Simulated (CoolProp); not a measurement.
Saturated liquid density (kg/m³) of ammonia: the reference equation beside estimates from Tc = 132.4 °C, pc = 113.6 bar, ω = 0.256. Rackett uses Z = 0.29056 − 0.08775 ω.

Values from CoolProp's reference Helmholtz-energy equation of state, Gao 2020.

```csv
T (°C),reference,Rackett,van der Waals,Redlich-Kwong,Soave-Redlich-Kwong,Peng-Robinson
-64.65,718.9,624.7,373.3,553.7,566.0,637.0
-57.55,710.6,617.7,369.5,547.4,560.5,631.1
-50.55,702.4,610.8,365.7,541.0,554.8,625.1
-43.55,694.1,603.7,361.7,534.4,548.9,618.8
-36.45,685.5,596.4,357.7,527.5,542.7,612.2
-29.45,676.9,589.1,353.6,520.4,536.4,605.4
-22.35,668.0,581.6,349.3,513.0,529.6,598.1
-15.35,659.0,574.0,344.9,505.4,522.7,590.7
-8.35,649.8,566.3,340.5,497.6,515.5,582.9
-1.25,640.3,558.2,335.8,489.4,507.9,574.6
5.75,630.7,550.1,331.1,481.1,500.1,566.0
12.75,620.9,541.8,326.2,472.4,491.8,557.0
19.85,610.6,533.2,321.0,463.3,483.1,547.4
26.85,600.2,524.4,315.8,453.9,474.1,537.4
33.85,589.4,515.4,310.3,444.1,464.6,526.9
```

Absolute difference from the reference over all 15 rows, mean and median: Rackett 12.9 and 12.9 %, van der Waals 47.7 and 47.7 %, Redlich-Kwong 23.5 and 23.3 %, Soave-Redlich-Kwong 20.9 and 20.8 %, Peng-Robinson 10.6 and 10.5 %.
